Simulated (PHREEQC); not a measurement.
A PHREEQC input (ion-association model, phreeqc.dat):

```
SOLUTION 1
  temp 25
  units mg/L
  pH 6.65
  pe 8
  Na 0.233
  K 0.000116
  Ca 0.11
  Mg 0.0878
  Cl 0.108
  S(6) 0.864 as SO4
  Alkalinity 0.162 as HCO3 charge
  Cd 0.00288
  B 7.05e-05
END
USE solution 1
EQUILIBRIUM_PHASES 1
  Gypsum 0 0
  CO2(g) -2 10
END
```

It stops with these messages:

```
ERROR: Alkalinity cannot be used with charge balance or solution phase boundary constraints.
ERROR: Program terminating due to input errors.
```

The fault: charge balance asked on alkalinity. The line should read `as HCO3` where the input has `as HCO3 charge`. With the mend the run ends at pH 4.96 and ionic strength 4.98e-5 mol/kgw.
